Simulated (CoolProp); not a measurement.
Model: reference Helmholtz-energy equation of state, Thol 2016, in CoolProp.

Task: For hexamethyldisiloxane (MM), give the phase and the speed of sound (m/s), Joule-Thomson coefficient (K/MPa) at 466.3 K and 0.257 MPa; 466.3 K and 0.772 MPa.

Result: 
- 466.3 K and 0.257 MPa: gas; speed of sound 146, Joule-Thomson coefficient 13.0
- 466.3 K and 0.772 MPa: gas; speed of sound 115, Joule-Thomson coefficient 19.9
